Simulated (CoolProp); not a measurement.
Water along the isotherm 336.2 K: density (kg/m³) from the reference equation and from simpler models built on Tc = 647.1 K, pc = 22.06 MPa, ω = 0.344; each cubic takes its own stable root.

The numbers come from the reference Helmholtz-energy equation of state, Wagner 2002 in CoolProp.

| p (MPa) | phase | reference | van der Waals | Redlich-Kwong | Soave-Redlich-Kwong | Peng-Robinson |
|---|---|---|---|---|---|---|
| 0.0349 | liquid | 981.6 | 0.2254 | 0.2256 | 734.2 | 825.9 |
| 0.0543 | liquid | 981.6 | 0.3511 | 0.3517 | 734.2 | 825.9 |
| 0.0846 | liquid | 981.6 | 0.5480 | 710.3 | 734.2 | 825.9 |
| 0.132 | liquid | 981.6 | 0.8575 | 710.3 | 734.2 | 825.9 |
| 0.205 | liquid | 981.6 | 1.338 | 710.3 | 734.2 | 825.9 |
| 0.319 | liquid | 981.7 | 2.097 | 710.4 | 734.2 | 826.0 |
| 0.497 | liquid | 981.8 | 3.304 | 710.4 | 734.2 | 826.0 |
| 0.774 | liquid | 981.9 | 5.244 | 710.5 | 734.3 | 826.0 |
| 1.21 | liquid | 982.1 | 479.1 | 710.6 | 734.4 | 826.1 |
| 1.88 | liquid | 982.4 | 479.4 | 710.7 | 734.5 | 826.2 |
| 2.92 | liquid | 982.8 | 479.8 | 711.0 | 734.6 | 826.3 |
| 4.55 | liquid | 983.5 | 480.4 | 711.4 | 734.9 | 826.6 |
| 7.09 | liquid | 984.6 | 481.3 | 712.0 | 735.3 | 826.9 |
| 11 | liquid | 986.3 | 482.6 | 712.9 | 735.9 | 827.5 |

At some of these states van der Waals, Redlich-Kwong gives the other phase, because its saturation line lies elsewhere.
